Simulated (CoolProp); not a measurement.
Vapour-liquid equilibrium of C3F8 (R218) (1) + R134a (2) at 217.1 K; x and y are mole fractions of (1).

The numbers come from the multi-fluid Helmholtz-energy mixture model, Lemmon 2006 and Tillner-Roth 1994; pair parameters Bell 2016 in CoolProp.

```
x      bubble pressure (MPa)  y at the bubble point  dew pressure at overall composition x (MPa)  liquid density (mol/L)
-----  ---------------------  ---------------------  -------------------------------------------  ----------------------
0.05                 0.02944                  0.333                                      0.02145                   13.92
0.125                      ?                  0.505                                      0.02313                   13.32
0.2                  0.04194                  0.574                                      0.02508                   12.77
0.275                0.04418                      ?                                      0.02738                   12.26
0.35                 0.04532                  0.627                                      0.03011                   11.79
0.425                0.04591                  0.639                                      0.03339                   11.36
0.5                  0.04625                  0.648                                      0.03734                   10.95
0.575                0.04648                  0.658                                      0.04201                   10.58
0.65                 0.04661                  0.670                                      0.04630                   10.24
0.725                0.04657                  0.690                                      0.04608                   9.923
0.8                  0.04612                  0.723                                      0.04428                   9.632
0.875                0.04486                  0.778                                            ?                   9.363
0.95                 0.04203                      ?                                      0.04003                   9.114
```

Problem. What belongs in the gaps?

Solution. 
- 0.125, bubble pressure (MPa): 0.03760
- 0.275, y at the bubble point: 0.608
- 0.875, dew pressure at overall composition x (MPa): 0.04216
- 0.95, y at the bubble point: 0.880

y crosses x between x = 0.65 and 0.725: the model has an azeotrope there.

The pair parameters rest on a limited set of measurements; away from them the model extrapolates. With so large a gap from Raoult's law the liquid may split in two, which this calculation doesn't test in full.
